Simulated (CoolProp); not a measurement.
Properties of carbonyl sulfide along the isobar 8.18 MPa (Tc = 105.6 °C, pc = 6.369 MPa, ω = 0.098).

Values from CoolProp's reference Helmholtz-energy equation of state, Lemmon 2006. It is a short technical equation, of lower accuracy than the large ones.

```json
[
 {"T (°C)": "-16.25", "phase": "liquid", "Z": "0.2064", "cp (kJ/(kg K))": "1.206", "Joule-Thomson coefficient (K/MPa)": "-0.3657"},
 {"T (°C)": "-8.95", "phase": "liquid", "Z": "0.2036", "cp (kJ/(kg K))": "1.218", "Joule-Thomson coefficient (K/MPa)": "-0.3411"},
 {"T (°C)": "-1.65", "phase": "liquid", "Z": "0.2012", "cp (kJ/(kg K))": "1.232", "Joule-Thomson coefficient (K/MPa)": "-0.3134"},
 {"T (°C)": "5.65", "phase": "liquid", "Z": "0.1991", "cp (kJ/(kg K))": "1.247", "Joule-Thomson coefficient (K/MPa)": "-0.2820"},
 {"T (°C)": "12.95", "phase": "liquid", "Z": "0.1973", "cp (kJ/(kg K))": "1.264", "Joule-Thomson coefficient (K/MPa)": "-0.2464"},
 {"T (°C)": "20.25", "phase": "liquid", "Z": "0.1958", "cp (kJ/(kg K))": "1.284", "Joule-Thomson coefficient (K/MPa)": "-0.2056"},
 {"T (°C)": "27.55", "phase": "liquid", "Z": "0.1947", "cp (kJ/(kg K))": "1.305", "Joule-Thomson coefficient (K/MPa)": "-0.1587"},
 {"T (°C)": "34.85", "phase": "liquid", "Z": "0.1939", "cp (kJ/(kg K))": "1.330", "Joule-Thomson coefficient (K/MPa)": "-0.1043"},
 {"T (°C)": "42.15", "phase": "liquid", "Z": "0.1934", "cp (kJ/(kg K))": "1.359", "Joule-Thomson coefficient (K/MPa)": "-0.04084"},
 {"T (°C)": "49.45", "phase": "liquid", "Z": "0.1934", "cp (kJ/(kg K))": "1.392", "Joule-Thomson coefficient (K/MPa)": "0.03422"},
 {"T (°C)": "56.85", "phase": "liquid", "Z": "0.1939", "cp (kJ/(kg K))": "1.432", "Joule-Thomson coefficient (K/MPa)": "0.1254"},
 {"T (°C)": "64.15", "phase": "liquid", "Z": "0.1949", "cp (kJ/(kg K))": "1.480", "Joule-Thomson coefficient (K/MPa)": "0.2351"},
 {"T (°C)": "71.45", "phase": "liquid", "Z": "0.1965", "cp (kJ/(kg K))": "1.539", "Joule-Thomson coefficient (K/MPa)": "0.3714"},
 {"T (°C)": "78.75", "phase": "liquid", "Z": "0.1991", "cp (kJ/(kg K))": "1.614", "Joule-Thomson coefficient (K/MPa)": "0.5454"},
 {"T (°C)": "86.05", "phase": "liquid", "Z": "0.2028", "cp (kJ/(kg K))": "1.717", "Joule-Thomson coefficient (K/MPa)": "0.7757"},
 {"T (°C)": "93.35", "phase": "liquid", "Z": "0.2082", "cp (kJ/(kg K))": "1.865", "Joule-Thomson coefficient (K/MPa)": "1.097"}
]
```
